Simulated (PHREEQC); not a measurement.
Consider water at 25 °C with 0.34 mol/kgw H2SO4, 0.00085 mol/kgw MnSO4 and 0.121 mol/kgw MgSO4. Closed to the air; pH follows from the charge balance.

All values are PHREEQC results (ion-association model, phreeqc.dat), not measurements.

| Property | Result |
|---|---|
| pH | 0.61 |
| ionic strength | 0.604 mol/kgw |
| activity of water | 0.985 |
| specific conductance | 98800 µS/cm |
| density | 1.030 g/cm³ |
| total alkalinity | -680 meq/kg |

```csv
species,molality,activity,log γ
HSO4-,0.356,0.264,-0.131
H+,0.324,0.246,-0.120
Mg+2,0.0733,0.0212,-0.539
SO4-2,0.0580,0.0110,-0.721
MgSO4,0.0477,0.0548,0.060
Mn+2,0.000606,0.000143,-0.626
MnSO4,0.000244,0.000281,0.060
```

Precipitation was switched off in this run.
